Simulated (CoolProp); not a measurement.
Saturated liquid density (kg/m³) of R245ca: the reference equation beside estimates from Tc = 447.6 K, pc = 3941 kPa, ω = 0.355. Rackett uses Z = 0.29056 − 0.08775 ω.

Computed with CoolProp (reference Helmholtz-energy equation of state, Zhou 2016).

```json
[
 {"T (K)": "227.6", "reference": "1554", "Rackett": "1646", "van der Waals": "926.2", "Redlich-Kwong": "1374", "Soave-Redlich-Kwong": "1420", "Peng-Robinson": "1597"},
 {"T (K)": "231.4", "reference": "1545", "Rackett": "1637", "van der Waals": "921.7", "Redlich-Kwong": "1367", "Soave-Redlich-Kwong": "1414", "Peng-Robinson": "1591"},
 {"T (K)": "235.2", "reference": "1537", "Rackett": "1628", "van der Waals": "917.2", "Redlich-Kwong": "1360", "Soave-Redlich-Kwong": "1408", "Peng-Robinson": "1584"},
 {"T (K)": "238.9", "reference": "1528", "Rackett": "1619", "van der Waals": "912.7", "Redlich-Kwong": "1352", "Soave-Redlich-Kwong": "1401", "Peng-Robinson": "1577"},
 {"T (K)": "242.7", "reference": "1519", "Rackett": "1610", "van der Waals": "908.1", "Redlich-Kwong": "1344", "Soave-Redlich-Kwong": "1395", "Peng-Robinson": "1570"},
 {"T (K)": "246.5", "reference": "1511", "Rackett": "1601", "van der Waals": "903.4", "Redlich-Kwong": "1336", "Soave-Redlich-Kwong": "1388", "Peng-Robinson": "1563"},
 {"T (K)": "250.3", "reference": "1502", "Rackett": "1591", "van der Waals": "898.6", "Redlich-Kwong": "1328", "Soave-Redlich-Kwong": "1381", "Peng-Robinson": "1556"},
 {"T (K)": "254.1", "reference": "1493", "Rackett": "1582", "van der Waals": "893.8", "Redlich-Kwong": "1320", "Soave-Redlich-Kwong": "1374", "Peng-Robinson": "1548"},
 {"T (K)": "257.8", "reference": "1485", "Rackett": "1573", "van der Waals": "889.1", "Redlich-Kwong": "1312", "Soave-Redlich-Kwong": "1367", "Peng-Robinson": "1541"},
 {"T (K)": "261.6", "reference": "1476", "Rackett": "1563", "van der Waals": "884.2", "Redlich-Kwong": "1304", "Soave-Redlich-Kwong": "1360", "Peng-Robinson": "1533"},
 {"T (K)": "265.4", "reference": "1467", "Rackett": "1554", "van der Waals": "879.2", "Redlich-Kwong": "1295", "Soave-Redlich-Kwong": "1352", "Peng-Robinson": "1525"},
 {"T (K)": "269.2", "reference": "1458", "Rackett": "1544", "van der Waals": "874.1", "Redlich-Kwong": "1287", "Soave-Redlich-Kwong": "1345", "Peng-Robinson": "1517"},
 {"T (K)": "273", "reference": "1449", "Rackett": "1534", "van der Waals": "869.0", "Redlich-Kwong": "1278", "Soave-Redlich-Kwong": "1337", "Peng-Robinson": "1508"},
 {"T (K)": "276.7", "reference": "1440", "Rackett": "1524", "van der Waals": "864.0", "Redlich-Kwong": "1269", "Soave-Redlich-Kwong": "1329", "Peng-Robinson": "1500"},
 {"T (K)": "280.5", "reference": "1431", "Rackett": "1514", "van der Waals": "858.7", "Redlich-Kwong": "1260", "Soave-Redlich-Kwong": "1321", "Peng-Robinson": "1491"}
]
```

Absolute difference from the reference over all 15 rows, mean and median: Rackett 5.9 and 5.9 %, van der Waals 40.2 and 40.1 %, Redlich-Kwong 11.7 and 11.6 %, Soave-Redlich-Kwong 8.0 and 8.0 %, Peng-Robinson 3.6 and 3.7 %.
